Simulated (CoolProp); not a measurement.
Vapour-liquid equilibrium of n-octane (1) + o-xylene (2) at 1.16 MPa; x and y are mole fractions of (1).

Computed with CoolProp (multi-fluid Helmholtz-energy mixture model, Beckmüller 2019 and Zhou 2012; pair parameters Bell 2016).

```json
[
 {"x": "0.05", "bubble temperature, mixture model (°C)": "266.1", "bubble temperature, Raoult's law (°C)": "266.2", "y, mixture model": "0.066", "y, Raoult's law": "0.071"},
 {"x": "0.15", "bubble temperature, mixture model (°C)": "263.1", "bubble temperature, Raoult's law (°C)": "263.4", "y, mixture model": "0.190", "y, Raoult's law": "0.203"},
 {"x": "0.25", "bubble temperature, mixture model (°C)": "260.2", "bubble temperature, Raoult's law (°C)": "260.7", "y, mixture model": "0.305", "y, Raoult's law": "0.326"},
 {"x": "0.35", "bubble temperature, mixture model (°C)": "257.6", "bubble temperature, Raoult's law (°C)": "258.1", "y, mixture model": "0.413", "y, Raoult's law": "0.439"},
 {"x": "0.45", "bubble temperature, mixture model (°C)": "255.1", "bubble temperature, Raoult's law (°C)": "255.6", "y, mixture model": "0.514", "y, Raoult's law": "0.543"},
 {"x": "0.55", "bubble temperature, mixture model (°C)": "252.7", "bubble temperature, Raoult's law (°C)": "253.2", "y, mixture model": "0.610", "y, Raoult's law": "0.640"},
 {"x": "0.65", "bubble temperature, mixture model (°C)": "250.4", "bubble temperature, Raoult's law (°C)": "250.8", "y, mixture model": "0.702", "y, Raoult's law": "0.730"},
 {"x": "0.75", "bubble temperature, mixture model (°C)": "248.3", "bubble temperature, Raoult's law (°C)": "248.6", "y, mixture model": "0.790", "y, Raoult's law": "0.814"},
 {"x": "0.85", "bubble temperature, mixture model (°C)": "246.3", "bubble temperature, Raoult's law (°C)": "246.5", "y, mixture model": "0.876", "y, Raoult's law": "0.892"},
 {"x": "0.95", "bubble temperature, mixture model (°C)": "244.3", "bubble temperature, Raoult's law (°C)": "244.4", "y, mixture model": "0.959", "y, Raoult's law": "0.965"}
]
```

The largest gap from Raoult's law is -0.5 K in bubble temperature, at x = 0.35. No azeotrope shows between x = 0.05 and 0.95.

The pair parameters rest on a limited set of measurements; away from them the model extrapolates.
